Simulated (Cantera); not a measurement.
Charge: 1 mol B2O3, 2.7 mol H2O, 0.39 mol N2, 0.0012 mol O2, equilibrated at 150 Torr.

Method: chemical equilibrium by Gibbs-energy minimisation in Cantera with the NASA 1993 tables (ideal gas, pure condensed phases). Candidate condensed phases: B, BN, B2O3, B3O3H3, H2O; 39 gas species. Gases not in the tables: H3BO3. The numbers say what is thermodynamically allowed, not how fast it happens.

Question: At 1102 °C, list the 4 most abundant gas species with their mole fractions, and the condensed phases.

Answer: H2O 0.857, N2 0.125, HBO2 0.0149, (HBO2)3 0.00232. Condensed: B2O3(l).
